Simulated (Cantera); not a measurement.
A perfectly stirred reactor is fed with H₂ : O₂ = 0.09 : 0.11 (molar parts), equivalence ratio 0.41, at 0.0263 atm; it is held at 950 K, and followed from long to short residence time.

Detailed kinetics in Cantera: the H2/O2 subset of GRI-Mech 3.0, which has no nitrogen chemistry. Radical loss at walls, strong at low pressure, is not modelled. The temperature is held fixed by assumption; the heat of reaction is taken as removed at once.

x: mole fraction; the columns are a selection and need not sum to one.

```
τ (s)       x H₂   x O₂      x OH       x H   x H₂O₂    x HO₂  x H₂O
------  --------  -----  --------  --------  -------  -------  -----
19      0.000692  0.419  0.000126   8.50e-6  1.01e-6  1.09e-5  0.580
5.4      0.00155  0.420  0.000195   2.99e-5  1.45e-6  1.82e-5  0.578
1.5      0.00338  0.420  0.000318  0.000107  1.79e-6  2.70e-5  0.576
0.41     0.00709  0.421  0.000541  0.000391  1.97e-6  3.59e-5  0.571
0.11      0.0146  0.422  0.000955   0.00144  2.06e-6  4.33e-5  0.560
0.031        [?]  0.425       [?]       [?]  2.08e-6  4.76e-5  0.538
0.0085       [?]  0.429       [?]       [?]  1.92e-6  4.81e-5    [?]
```

Task: Complete the blanks.

Result: 
- 0.031, x H₂: 0.0284
- 0.031, x OH: 0.00166
- 0.031, x H: 0.00498
- 0.0085, x H₂: 0.0550
- 0.0085, x OH: 0.00283
- 0.0085, x H: 0.0169
- 0.0085, x H₂O: 0.490
